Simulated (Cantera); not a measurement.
What does this Cantera script print?

```python
import numpy as np
import cantera as ct

gas_names = [...]  # 123 gases of nasa_gas.yaml made of C, H, O, Si
cond_names = """
    C(gr) C6H6(L) C7H8(L) C8H18(L),n-octa H2O(s) H2O(L) Si(cr) Si(L) SiC(b) SiO2(Lqz) SiO2(hqz) SiO2(L)
""".split()


# ... load() reads the species with a 1 bar reference pressure and builds the phases ...
atoms = {
    'SiC': {'Si': 1, 'C': 1},
    'H2O': {'H': 2, 'O': 1},
    'H2': {'H': 2},
    'CO2': {'C': 1, 'O': 2},
}
top_T = {'C(gr)': 4500, 'SiC(b)': 3050}  # K; cautious upper limits of use, not melting points


# ... equilibrate(T, P, feed) seeds the gas with the atoms and calls Mixture.equilibrate('TP', solver="vcs", rtol=1e-11, max_steps=5000) ...
results = []
feed = {'SiC': 1, 'H2O': 0.0065, 'H2': 6.6, 'CO2': 0.29}  # mol
T = 1725  # K
for P in [0.1, 1.5, 22, 320, 4600, 68000, 1000000]:
    mix = equilibrate(T, P, feed)
    results.append((T, P, feed, dict(zip(mix.species_names, mix.species_moles))))

top = {s: max(r[3][s] / sum(r[3][g] for g in gas_names) for r in results) for s in gas_names}
cols = sorted((s for s in top if top[s] > 1e-05), key=lambda s: -top[s])[:9]
seen = [c for c in cond_names if any(r[3].get(c, 0) > 1e-12 for r in results)]
print("log10 of partial pressures in bar; condensed amounts in mol")
print(f"{'P/Pa':>10s}" + "".join(f"{s[:9]:>10s}" for s in cols + seen))
for T, P, feed, n in results:
    ng = sum(n[g] for g in gas_names)
    print(f"{P:10.4g}" + "".join(f"{np.log10(max(n[s] / ng * P / 1e5, 1e-99)):10.3f}" for s in cols)
          + "".join(f"{n.get(c, 0):10.4g}" for c in seen))
```

Output:

```
log10 of partial pressures in bar; condensed amounts in mol
      P/Pa        H2         H        CO        Si       SiO       CH4      Si2C       H2O C2H2,acet    SiC(b)   SiO2(L)
       0.1    -6.134    -6.798    -7.149    -7.470    -8.907   -15.566    -9.625   -16.362   -10.764      0.71         0
       1.5    -4.886    -6.174    -6.022    -6.894    -6.629   -13.645    -9.049   -13.411   -10.667    0.8193         0
        22    -3.700    -5.581    -4.873    -6.831    -5.354   -11.337    -8.986   -11.013    -9.608    0.8492         0
       320    -2.533    -4.998    -3.711    -6.826    -4.182    -9.008    -8.982    -8.679    -8.451    0.8516         0
      4600    -1.375    -4.418    -2.553    -6.826    -3.023    -6.691    -8.981    -6.362    -7.293    0.8517         0
   6.8e+04    -0.197    -3.830    -1.408    -7.027    -2.280    -4.135    -9.182    -4.240    -5.714    0.8829   0.06253
     1e+06     0.973    -3.245    -0.298    -7.767    -2.650    -1.055    -9.922    -2.700    -3.064    0.8803    0.1182
```

These are equilibrium values from Cantera (NASA tables, ideal gas, pure condensed phases), not measurements of a reactor. Mutual solubility and eutectic melting of coexisting phases are not modelled. The tables hold silica as quartz up to 1696 K and as liquid above; real silica turns to tridymite and cristobalite and melts near 1996 K.
